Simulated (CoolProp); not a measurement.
A single-stage vapour-compression cycle with dimethyl ether: evaporating at 221.15 K (dew point), condensing at 247.15 K (bubble point), superheat 2 K, subcooling 2 K, compressor efficiency 0.7, no pressure losses. Each further row changes one setting.

Values from CoolProp's reference Helmholtz-energy equation of state, Wu 2011.

```csv
case,cooling COP,pressure ratio,discharge temperature (K),refrigerating effect (kJ/kg),volumetric capacity (kJ/m³)
as stated,(withheld),3.68,286.0,445,293
evaporating temperature 226.15 K,7.08,(withheld),(withheld),450,(withheld)
condensing temperature 242.15 K,6.92,2.94,274.8,456,300
subcooling 7 K,(withheld),3.68,286.0,456,300
superheat 12 K,5.41,3.68,297.3,(withheld),287
compressor efficiency 0.6,(withheld),3.68,(withheld),445,293
```

Q: Some entries are withheld; supply them.

A: 
- as stated, cooling COP: 5.50
- evaporating temperature 226.15 K, pressure ratio: 2.79
- evaporating temperature 226.15 K, discharge temperature (K): 277.8
- evaporating temperature 226.15 K, volumetric capacity (kJ/m³): 384
- subcooling 7 K, cooling COP: 5.64
- superheat 12 K, refrigerating effect (kJ/kg): 457
- compressor efficiency 0.6, cooling COP: 4.71
- compressor efficiency 0.6, discharge temperature (K): 295.3
